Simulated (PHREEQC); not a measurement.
A made-up water analysis in mg/kgw, 90 °C, pH 7.4, pe 10.2:

| constituent | mg/kgw |
|---|---|
| Na | 5820 |
| K | 480 |
| Ca | 555 |
| Mg | 174 |
| Cl | 7260 |
| S(6) as SO4 | 4500 |
| Alkalinity as HCO3 | 5.43 |
| O(0) (dissolved oxygen) | 0.575 |
| Cd | 48.9 |
| N(5) as NO3 | 3.21 |

Valence states are taken as typed.

Equilibrium calculation in PHREEQC: ion-association model, wateq4f.dat.

No solid was allowed to form.

Problem. Order these Mg species by the share of Mg that they hold, largest first: MgOH+, MgSO4, Mg+2.

Solution. MgSO4 (57 %), Mg+2 (43 %), MgOH+ (0.18 %)

The pH is 7.40 and the ionic strength 0.317 mol/kgw. Constants without temperature data keep their 25 °C values here.
